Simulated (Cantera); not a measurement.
## Oxide etching and cleaning by halides: SiO2 + SiCl4 + O2

A closed system holds: 1 mol SiO2, 2.3 mol SiCl4, 2.2 mol O2, at 0.100 bar.

These are equilibrium values from Cantera (NASA tables, ideal gas, pure condensed phases), not measurements of a reactor. Candidate condensed phases: Si, SiO2; 15 gas species. The tables' values for SiCl3 are old estimates; treat these amounts as uncertain. The tables hold silica as quartz up to 1696 K and as liquid above; real silica turns to tridymite and cristobalite and melts near 1996 K. Rates play no part.

From 1000 K to 1675 K the condensed part is SiO2(β-quartz). From 1750 K to 1900 K the condensed part is SiO2(condensed). The main Si-bearing gas is SiCl4 throughout.

```json
[
 {"T (K)": "1000", "x Cl2": "0.977", "x Cl": "0.00121", "x SiCl4": "0.0222", "x SiCl3": "4.74e-11", "x O2": "1.66e-9", "x ClO": "9.73e-10", "x O": "<1e-12", "n SiO2(β-quartz)": "3.20", "n SiO2(condensed)": "0"},
 {"T (K)": "1075", "x Cl2": "0.974", "x Cl": "0.00345", "x SiCl4": "0.0222", "x SiCl3": "4.52e-10", "x O2": "1.30e-8", "x ClO": "6.39e-9", "x O": "<1e-12", "n SiO2(β-quartz)": "3.20", "n SiO2(condensed)": "0"},
 {"T (K)": "1150", "x Cl2": "0.969", "x Cl": "0.00854", "x SiCl4": "0.0221", "x SiCl3": "3.21e-9", "x O2": "7.73e-8", "x ClO": "3.27e-8", "x O": "7.31e-12", "n SiO2(β-quartz)": "3.20", "n SiO2(condensed)": "0"},
 {"T (K)": "1225", "x Cl2": "0.959", "x Cl": "0.0189", "x SiCl4": "0.0220", "x SiCl3": "1.78e-8", "x O2": "3.65e-7", "x ClO": "1.36e-7", "x O": "8.04e-11", "n SiO2(β-quartz)": "3.20", "n SiO2(condensed)": "0"},
 {"T (K)": "1300", "x Cl2": "0.940", "x Cl": "0.0380", "x SiCl4": "0.0218", "x SiCl3": "8.12e-8", "x O2": "1.42e-6", "x ClO": "4.71e-7", "x O": "6.66e-10", "n SiO2(β-quartz)": "3.20", "n SiO2(condensed)": "0"},
 {"T (K)": "1375", "x Cl2": "0.908", "x Cl": "0.0704", "x SiCl4": "0.0214", "x SiCl3": "3.13e-7", "x O2": "4.62e-6", "x ClO": "1.40e-6", "x O": "4.33e-9", "n SiO2(β-quartz)": "3.20", "n SiO2(condensed)": "0"},
 {"T (K)": "1450", "x Cl2": "0.858", "x Cl": "0.121", "x SiCl4": "0.0209", "x SiCl3": "1.05e-6", "x O2": "1.28e-5", "x ClO": "3.59e-6", "x O": "2.27e-8", "n SiO2(β-quartz)": "3.20", "n SiO2(condensed)": "0"},
 {"T (K)": "1525", "x Cl2": "0.787", "x Cl": "0.193", "x SiCl4": "0.0201", "x SiCl3": "3.12e-6", "x O2": "3.02e-5", "x ClO": "8.00e-6", "x O": "9.84e-8", "n SiO2(β-quartz)": "3.20", "n SiO2(condensed)": "0"},
 {"T (K)": "1600", "x Cl2": "0.692", "x Cl": "0.289", "x SiCl4": "0.0191", "x SiCl3": "8.44e-6", "x O2": "6.05e-5", "x ClO": "1.55e-5", "x O": "3.57e-7", "n SiO2(β-quartz)": "3.20", "n SiO2(condensed)": "0"},
 {"T (K)": "1675", "x Cl2": "0.578", "x Cl": "0.404", "x SiCl4": "0.0178", "x SiCl3": "2.11e-5", "x O2": "0.000102", "x ClO": "2.60e-5", "x O": "1.09e-6", "n SiO2(β-quartz)": "3.20", "n SiO2(condensed)": "0"},
 {"T (K)": "1750", "x Cl2": "0.454", "x Cl": "0.529", "x SiCl4": "0.0165", "x SiCl3": "4.96e-5", "x O2": "0.000142", "x ClO": "3.72e-5", "x O": "2.82e-6", "n SiO2(β-quartz)": "0", "n SiO2(condensed)": "3.20"},
 {"T (K)": "1825", "x Cl2": "0.335", "x Cl": "0.649", "x SiCl4": "0.0151", "x SiCl3": "0.000112", "x O2": "0.000163", "x ClO": "4.56e-5", "x O": "6.20e-6", "n SiO2(β-quartz)": "0", "n SiO2(condensed)": "3.20"},
 {"T (K)": "1900", "x Cl2": "0.233", "x Cl": "0.753", "x SiCl4": "0.0138", "x SiCl3": "0.000244", "x O2": "0.000157", "x ClO": "4.87e-5", "x O": "1.18e-5", "n SiO2(β-quartz)": "0", "n SiO2(condensed)": "3.20"}
]
```
x: gas mole fraction; n: condensed amount in mol.
